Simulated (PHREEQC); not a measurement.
Solution (59 °C): 0.0039 mol/kgw NaOH, 0.0076 mol/kgw H3BO3 and 0.0035 mol/kgw Na2CO3. Closed to the air; pH follows from the charge balance.

The numbers come from PHREEQC with the ion-association model, phreeqc.dat.

Precipitation was switched off in this run.

Question: Order these C species by the share of C that they hold, largest first: NaHCO3, NaCO3-, CO3-2, HCO3-.

Answer: HCO3- (67 %), CO3-2 (21 %), NaCO3- (12 %), NaHCO3 (0.26 %)

The pH is 9.49 and the ionic strength 0.0112 mol/kgw. Complexes and solids missing from the database can't appear. At this temperature some constants are extrapolated from 25 °C, and those without enthalpy data are left unchanged.
